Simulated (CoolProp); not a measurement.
Vapour pressure (bar) of o-xylene: the reference equation beside estimates from Tc = 357.1 °C, pc = 37.37 bar, ω = 0.312. Clausius-Clapeyron is anchored at 166.65 °C with a constant enthalpy of vaporisation of 34.87 kJ/mol.

Model: reference Helmholtz-energy equation of state, Zhou 2012, in CoolProp.

```csv
T (°C),reference,Clausius-Clapeyron,van der Waals,Redlich-Kwong,Peng-Robinson
129.05,0.6632,0.7239,4.593,1.421,0.6613
141.55,0.9398,0.9912,5.422,1.895,0.9363
154.15,1.304,1.336,6.352,2.480,1.298
166.65,1.765,1.765,7.373,3.183,1.758
179.25,2.350,2.302,8.506,4.025,2.342
191.75,3.067,2.954,9.735,5.008,3.060
204.35,3.948,3.747,11.08,6.160,3.945
216.85,5.001,4.688,12.54,7.474,5.004
229.35,6.253,5.801,14.10,8.972,6.268
241.95,7.742,7.114,15.81,10.68,7.773
254.45,9.467,8.628,17.61,12.58,9.522
267.05,11.49,10.39,19.56,14.72,11.57
279.55,13.79,12.38,21.62,17.07,13.91
292.05,16.44,14.64,23.81,19.66,16.60
```

Absolute difference from the reference over all 14 rows, mean and median: Clausius-Clapeyron 6.4 and 6.7 %, van der Waals 219.5 and 165.7 %, Redlich-Kwong 58.0 and 52.7 %, Peng-Robinson 0.4 and 0.4 %.
